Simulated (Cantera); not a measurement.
Feed: 1 mol HCl, 0.068 mol O2, 1.5 mol H2, at 0.100 bar.

Equilibrium computed with Cantera from the NASA thermochemical tables; the gas is ideal and each condensed phase is pure. Candidate condensed phases: H2O; 14 gas species. Equilibrium is a limit: real reactors are often held back by kinetics, nucleation or transport.

log p: log10 of the partial pressure in bar; nothing condenses.

```
T (K)  log p H2  log p HCl  log p H2O     log p H    log p Cl    log p OH
-----  --------  ---------  ---------  ----------  ----------  ----------
1150      -1.26      -1.40      -2.26       -7.76       -7.95      -10.98
1300      -1.26      -1.40      -2.26       -6.59       -6.80       -9.47
1450      -1.26      -1.40      -2.26       -5.66       -5.88       -8.28
1600      -1.26      -1.40      -2.26       -4.90       -5.13       -7.30
1750      -1.26      -1.40      -2.26  (withheld)  (withheld)  (withheld)
1900      -1.26      -1.40      -2.27  (withheld)  (withheld)  (withheld)
2050      -1.27      -1.40      -2.27       -3.28       -3.54       -5.24
2200      -1.27      -1.41      -2.27       -2.88       -3.16       -4.74
2350      -1.28      -1.42      -2.28       -2.54       -2.83       -4.31
```

### Question
Fill in the missing entries.

### Answer

- 1750, log p H: -4.27
- 1750, log p Cl: -4.51
- 1750, log p OH: -6.50
- 1900, log p H: -3.73
- 1900, log p Cl: -3.99
- 1900, log p OH: -5.82
